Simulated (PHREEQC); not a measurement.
0.93 g of hydrous ferric oxide (600 m²/g; 0.2 weak and 0.005 strong sites per Fe, Dzombak-Morel constants, diffuse double layer) in 1 kg of water with 0.01 mol/kgw of an inert sodium salt and 0.00032 mol SrCl2, at 25 °C; the pH is set by adding NaOH or the inert anion's acid. Oxygen alone is held at its pressure in air (log pO2 = -0.68). No CO2 enters from the air. Precipitation was switched off in this run.

The series has 17 steps of pH, from 4 to 10.

The numbers come from PHREEQC with the ion-association model, wateq4f.dat.

### Question
Near which pH is half of the Sr sorbed, and on which side is more sorbed?

### Answer
Near pH 8.9, with more sorbed at higher pH.
